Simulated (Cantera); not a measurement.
**Thermodynamics of iron carbonyl, mercury and lead vapours, feed PbO + O₂ + H₂**

A closed system holds: 1 mol PbO, 0.52 mol O₂, 9.2 mol H₂, equilibrated at 1.33 mbar.

These are equilibrium values from Cantera (NASA tables, ideal gas, pure condensed phases), not measurements of a reactor. Candidate condensed phases: H₂O, Pb, PbO, PbO₂, Pb₃O₄; 12 gas species. Rates play no part.

| T (K) | x H₂ | x H₂O | x Pb | x H | x PbO | n Pb(l) |
|---|---|---|---|---|---|---|
| 725 | 0.778 | 0.222 | 2.53e-6 | 2.26e-12 | <1e-12 | 1.000 |
| 825 | 0.778 | 0.222 | 0.000108 | 1.92e-10 | 3.82e-12 | 0.999 |
| 925 | 0.777 | 0.221 | 0.00200 | 6.28e-9 | 4.82e-10 | 0.982 |
| 1025 | 0.762 | 0.217 | 0.0209 | 1.04e-7 | 2.36e-8 | 0.804 |
| 1125 | 0.702 | 0.200 | 0.0980 | 1.02e-6 | 3.97e-7 | 0 |
| 1225 | 0.702 | 0.200 | 0.0980 | 7.15e-6 | 1.16e-6 | 0 |
| 1325 | 0.702 | 0.200 | 0.0980 | 3.75e-5 | 2.89e-6 | 0 |
| 1425 | 0.702 | 0.200 | 0.0980 | 0.000157 | 6.34e-6 | 0 |
| 1525 | 0.702 | 0.200 | 0.0980 | 0.000543 | 1.26e-5 | 0 |
x: gas mole fraction; n: condensed amount in mol.

From 725 K to 1025 K the condensed part is Pb(l). From 1125 K to 1525 K nothing is condensed. The main Pb-bearing gas is Pb throughout.
